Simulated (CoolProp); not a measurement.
Vapour-liquid equilibrium of acetone (1) + ethanol (2) at 0.485 MPa; x and y are mole fractions of (1).

The numbers come from the multi-fluid Helmholtz-energy mixture model, Lemmon 2006 and Schroeder 2014; pair parameters Bell 2016 in CoolProp.

| x | bubble temperature, mixture model (K) | bubble temperature, Raoult's law (K) | y, mixture model | y, Raoult's law |
|---|---|---|---|---|
| 0.05 | 395.5 | 396.7 | 0.096 | 0.068 |
| 0.125 | 393.1 | 395.8 | 0.215 | 0.166 |
| 0.2 | 391.1 | 394.8 | 0.313 | 0.259 |
| 0.275 | 389.5 | 393.8 | 0.394 | 0.348 |
| 0.35 | 388.1 | 392.8 | 0.465 | 0.433 |
| 0.425 | 387.0 | 391.8 | 0.529 | 0.514 |
| 0.5 | 386.1 | 390.8 | 0.587 | 0.590 |
| 0.575 | 385.3 | 389.7 | 0.643 | 0.663 |
| 0.65 | 384.7 | 388.7 | 0.699 | 0.731 |
| 0.725 | 384.2 | 387.6 | 0.755 | 0.796 |
| 0.8 | 383.9 | 386.6 | 0.815 | 0.856 |
| 0.875 | 383.7 | 385.5 | 0.879 | 0.913 |
| 0.95 | 383.7 | 384.5 | 0.949 | 0.966 |

The largest gap from Raoult's law is -4.8 K in bubble temperature, at x = 0.425. y crosses x between x = 0.875 and 0.95: the model has an azeotrope there.

Pair parameters are fitted to limited data, so mixtures are less certain than the pure fluids.
